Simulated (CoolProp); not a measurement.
R236FA along the isobar 4.43 MPa: fugacity coefficient from the reference equation and from simpler models built on Tc = 398.1 K, pc = 3.191 MPa, ω = 0.377; each cubic takes its own stable root.

Values from CoolProp's reference Helmholtz-energy equation of state, Pan 2012.

| T (K) | phase | reference |
|---|---|---|
| 306.4 | liquid | 0.08648 |
| 311.3 | liquid | 0.09917 |
| 316.2 | liquid | 0.1130 |
| 321.1 | liquid | 0.1281 |
| 326 | liquid | 0.1444 |
| 330.8 | liquid | 0.1615 |
| 335.7 | liquid | 0.1803 |
| 340.6 | liquid | 0.2002 |
| 345.5 | liquid | 0.2213 |
| 350.4 | liquid | 0.2436 |
| 355.3 | liquid | 0.2670 |
| 360.2 | liquid | 0.2914 |
| 365.1 | liquid | 0.3169 |

### Question
How far does each simpler model (van der Waals, Redlich-Kwong, Peng-Robinson) lie from the reference over these 13 states: mean and median of the absolute difference, and the worst?

### Answer
- van der Waals: mean 96.1 %, median 87.4 %, worst +182.1 % at 306.4 K and 4.43 MPa
- Redlich-Kwong: mean 37.7 %, median 35.9 %, worst +64.3 % at 306.4 K and 4.43 MPa
- Peng-Robinson: mean 0.2 %, median 0.2 %, worst +0.3 % at 345.5 K and 4.43 MPa
